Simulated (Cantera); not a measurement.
Cantera run, input and output.

```python
import numpy as np
import cantera as ct

gas = ct.Solution("SiF4_NH3_mec.yaml", "gas")
gas.TPX = 1525, 2900, {'NH3': 1, 'H2': 0.25}
reactor = ct.IdealGasConstPressureReactor(gas, energy="off", clone=False)
net = ct.ReactorNet([reactor])
net.rtol, net.atol = 1e-08, 1e-18
show = ['NH3', 'H2', 'N2', 'NH', 'NH2', 'N2H2']
times = np.geomspace(0.0004, 200, 15)

steps = ct.SolutionArray(gas, extra=["t"])
rows = []
print(f"{'t/s':>10s}{'T/K':>9s}{'P/Pa':>11s}" + "".join(f"{s:>11s}" for s in show))
for t in times:
    while net.time < t:
        t_next = net.step()
        steps.append(gas.state, t=t_next)
    rows.append([np.interp(t, steps.t, y) for y in (steps.T, steps.P, *steps(*show).X.T)])
    print(f"{t:10.3e}{rows[-1][0]:9.1f}{rows[-1][1]:11.4g}" + "".join(f"{x:11.3e}" for x in rows[-1][2:]))
rate = np.gradient(steps.T, steps.t)
print("integrator steps:", len(steps.t))
if steps.T.max() > steps.T[0] + 200:
    print(f"time of steepest temperature rise: {steps.t[rate.argmax()]:.4e} s")
gas.TPX = 1525, 2900, {'NH3': 1, 'H2': 0.25}
gas.equilibrate("TP")
print(f"equilibrium (TP): T = {gas.T:.1f} K  " + "  ".join(f"{s} {gas[s].X[0]:.3e}" for s in show))
```

Result:

```
       t/s      T/K       P/Pa        NH3         H2         N2         NH        NH2       N2H2
 4.000e-04   1525.0       2900  8.000e-01  2.000e-01  2.259e-14  1.270e-12  1.904e-07  5.076e-13
 1.021e-03   1525.0       2900  8.000e-01  2.000e-01  1.340e-12  1.029e-11  4.880e-07  7.569e-12
 2.607e-03   1525.0       2900  8.000e-01  2.000e-01  5.610e-11  7.341e-11  1.247e-06  9.593e-11
 6.657e-03   1525.0       2900  8.000e-01  2.000e-01  1.677e-09  4.950e-10  3.185e-06  9.515e-10
 1.700e-02   1525.0       2900  8.000e-01  2.000e-01  3.785e-08  3.247e-09  8.120e-06  7.573e-09
 4.339e-02   1525.0       2900  8.000e-01  2.000e-01  7.367e-07  2.078e-08  2.061e-05  5.387e-08
 1.108e-01   1525.0       2900  7.999e-01  2.001e-01  1.329e-05  1.171e-07  4.958e-05  3.346e-07
 2.828e-01   1525.0       2900  7.994e-01  2.004e-01  1.437e-04  2.817e-07  7.793e-05  8.605e-07
 7.221e-01   1525.0       2900  7.977e-01  2.016e-01  5.989e-04  2.950e-07  7.972e-05  9.015e-07
 1.844e+00   1525.0       2900  7.935e-01  2.046e-01  1.762e-03  2.949e-07  7.944e-05  8.927e-07
 4.707e+00   1525.0       2900  7.830e-01  2.122e-01  4.687e-03  2.945e-07  7.873e-05  8.708e-07
 1.202e+01   1525.0       2900  7.571e-01  2.309e-01  1.187e-02  2.931e-07  7.699e-05  8.185e-07
 3.068e+01   1525.0       2900  6.970e-01  2.743e-01  2.857e-02  2.886e-07  7.284e-05  7.049e-07
 7.834e+01   1525.0       2900  5.743e-01  3.629e-01  6.266e-02  2.742e-07  6.389e-05  5.037e-07
 2.000e+02   1525.0       2900  3.809e-01  5.027e-01  1.164e-01  2.378e-07  4.805e-05  2.577e-07
integrator steps: 652
equilibrium (TP): T = 1525.0 K  NH3 5.316e-07  H2 7.777e-01  N2 2.222e-01  NH 2.715e-12  NH2 1.898e-10  N2H2 3.022e-16
```

Detailed kinetics in Cantera: the gas-phase N/H chemistry of the illustrative SiF4/NH3 mechanism in the Surface Chemkin manual (1991). Walls and surfaces, which speed up NH3 decomposition in real reactors, are not modelled.
